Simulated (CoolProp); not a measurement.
A closed Brayton cycle with carbon dioxide: compressor inlet 310.15 K and 8.5 MPa, high pressure 20 MPa, turbine inlet 790 K, compressor efficiency 0.8, turbine efficiency 0.9, recuperator effectiveness 0.95 (on enthalpy, no pinch check). Each further row changes one setting.

Model: reference Helmholtz-energy equation of state, Span 1996, in CoolProp.

```
case                           thermal efficiency (%)  net work (kJ/kg)  compressor to turbine work  compressor exit (K)  turbine exit (K)
-----------------------------  ----------------------  ----------------  --------------------------  -------------------  ----------------
as stated                                        34.0              83.5                        0.23                346.7             689.9
turbine inlet 740 K                              32.2              75.6                        0.24                346.7             643.6
compressor inlet 320.15 K                        33.2              67.5                        0.37                386.9             689.9
high pressure 17 MPa                             31.8              70.1                        0.21                339.4             708.5
recuperator effectiveness 0.5                    19.4              83.5                        0.23                346.7             689.9
```
